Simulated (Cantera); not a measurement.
A perfectly stirred reactor is fed with CH4 : H2O = 1 : 3.2 (molar parts), at 1.01 bar; it is held at 1923 K, and followed from long to short residence time.

Computed with Cantera and GRI-Mech 3.0 (53 species, 325 reactions).

x: mole fraction; the columns are a selection and need not sum to one.

```json
[
 {"τ (s)": "16", "x CH4": "0.000268", "x H2O": "0.334", "x HO2": "1.25e-11", "x H2O2": "4.86e-11", "x H2": "0.504"},
 {"τ (s)": "2.8", "x CH4": "0.00133", "x H2O": "0.336", "x HO2": "1.26e-11", "x H2O2": "4.90e-11", "x H2": "0.502"},
 {"τ (s)": "0.49", "x CH4": "___", "x H2O": "0.346", "x HO2": "1.36e-11", "x H2O2": "5.33e-11", "x H2": "0.491"},
 {"τ (s)": "0.084", "x CH4": "0.0137", "x H2O": "0.388", "x HO2": "1.79e-11", "x H2O2": "7.22e-11", "x H2": "0.453"},
 {"τ (s)": "0.015", "x CH4": "0.0293", "x H2O": "0.480", "x HO2": "3.12e-11", "x H2O2": "1.29e-10", "x H2": "0.371"},
 {"τ (s)": "0.0025", "x CH4": "___", "x H2O": "___", "x HO2": "5.49e-11", "x H2O2": "2.36e-10", "x H2": "___"},
 {"τ (s)": "0.00043", "x CH4": "0.115", "x H2O": "0.676", "x HO2": "7.10e-11", "x H2O2": "3.33e-10", "x H2": "0.154"}
]
```

### Question
What belongs in the gaps?

### Answer

- 0.49, x CH4: 0.00499
- 0.0025, x CH4: 0.0591
- 0.0025, x H2O: 0.593
- 0.0025, x H2: 0.261
